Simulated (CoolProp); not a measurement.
Acetone along the isobar 12.4 MPa: fugacity coefficient from the reference equation and from simpler models built on Tc = 235.0 °C, pc = 4.692 MPa, ω = 0.307; each cubic takes its own stable root.

The numbers come from the reference Helmholtz-energy equation of state, Lemmon 2006 in CoolProp. It is a short technical equation, of lower accuracy than the large ones.

| T (°C) | phase | reference | van der Waals | Redlich-Kwong | Soave-Redlich-Kwong | Peng-Robinson |
|---|---|---|---|---|---|---|
| 125.15 | liquid | 0.06388 | 0.1814 | 0.1026 | 0.07324 | 0.06882 |
| 140.35 | liquid | 0.08498 | 0.2068 | 0.1286 | 0.09791 | 0.09184 |
| 155.45 | liquid | 0.1098 | 0.2330 | 0.1574 | 0.1269 | 0.1189 |
| 170.65 | liquid | 0.1386 | 0.2604 | 0.1890 | 0.1605 | 0.1503 |
| 185.85 | liquid | 0.1711 | 0.2885 | 0.2228 | 0.1984 | 0.1857 |
| 201.05 | liquid | 0.2070 | 0.3171 | 0.2585 | 0.2399 | 0.2246 |
| 216.15 | liquid | 0.2457 | 0.3459 | 0.2953 | 0.2842 | 0.2661 |
| 231.35 | liquid | 0.2871 | 0.3750 | 0.3333 | 0.3310 | 0.3101 |
| 246.55 | supercritical | 0.3304 | 0.4042 | 0.3716 | 0.3792 | 0.3553 |
| 261.65 | supercritical | 0.3745 | 0.4330 | 0.4095 | 0.4273 | 0.4006 |
| 276.85 | supercritical | 0.4192 | 0.4616 | 0.4471 | 0.4750 | 0.4456 |
